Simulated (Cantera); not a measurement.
**Thermodynamics of boron, boron nitride and boron oxide, feed B + H2O**

Input: 1 mol B, 0.56 mol H2O, at 870 Pa.

These are equilibrium values from Cantera (NASA tables, ideal gas, pure condensed phases), not measurements of a reactor. Candidate condensed phases: B, B2O3, B3O3H3, H2O; 23 gas species. Mutual solubility and eutectic melting of coexisting phases are not modelled. The tables' values for BH2 are old estimates; treat these amounts as uncertain. Equilibrium is a limit: real reactors are often held back by kinetics, nucleation or transport.

```tsv
T (K)	log p H2	log p B2O2	log p HBO	log p BO	log p B2O3	log p H	log p HBO2	log p B2O	n B(s)	n B2O3(l)
775	-2.06	<-14	-10.28	<-14	<-14	-13.03	-13.39	<-14	0.626	0.186
975	-2.06	-10.80	-7.35	-13.38	-12.01	-9.97	-9.79	<-14	0.626	0.186
1175	-2.06	-7.48	-5.45	-9.67	-8.40	-7.94	-7.47	-13.13	0.626	0.186
1375	-2.07	-5.15	-4.12	-7.05	-5.88	-6.50	-5.86	-9.93	0.624	0.184
1575	-2.12	-3.43	-3.17	-5.12	-4.03	-5.44	-4.70	-7.56	0.593	0.145
1775	-2.29	-2.77	-2.83	-3.96	-3.58	-4.69	-4.53	-6.07	0.468	0
1975	-2.32	-2.79	-2.78	-3.31	-4.06	-4.03	-4.89	-5.17	0.449	0
```
log p: log10 of the partial pressure in bar; n: condensed amount in mol.

From 775 K to 1575 K the condensed part is B(s) + B2O3(l). From 1775 K to 1975 K the condensed part is B(s). The main B-bearing gas is B3O3H3 at 775 K and B2O2 at 1975 K.
